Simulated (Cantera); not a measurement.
Mixture: CH4 : H2 : O2 : N2 = 1 : 0.15 : 3.64 : 13.7 (molar parts), at 5.00 bar, adiabatic and at constant volume. Ignition delay is the time to a rise of 400 K.

Computed with Cantera and GRI-Mech 3.0 (53 species, 325 reactions).

### Question
At T0 = 1350 K, what is the delay, and which 8 reactions control it most (d ln τ / d ln k, from doubling and halving each rate constant)?

### Answer
The delay is 0.475 ms.
```json
[
 {"reaction": "H + O2 <=> O + OH", "d ln τ / d ln k": "-0.64", "faster rate": "shortens it"},
 {"reaction": "2 CH3 (+M) <=> C2H6 (+M)", "d ln τ / d ln k": "0.54", "faster rate": "lengthens it"},
 {"reaction": "CH3 + HO2 <=> CH3O + OH", "d ln τ / d ln k": "-0.37", "faster rate": "shortens it"},
 {"reaction": "CH4 + OH <=> CH3 + H2O", "d ln τ / d ln k": "0.35", "faster rate": "lengthens it"},
 {"reaction": "CH3 + O2 <=> CH3O + O", "d ln τ / d ln k": "-0.27", "faster rate": "shortens it"},
 {"reaction": "H2 + OH <=> H + H2O", "d ln τ / d ln k": "-0.23", "faster rate": "shortens it"},
 {"reaction": "CH3 + O2 <=> CH2O + OH", "d ln τ / d ln k": "-0.15", "faster rate": "shortens it"},
 {"reaction": "CH2O + OH <=> H2O + HCO", "d ln τ / d ln k": "-0.10", "faster rate": "shortens it"}
]
```
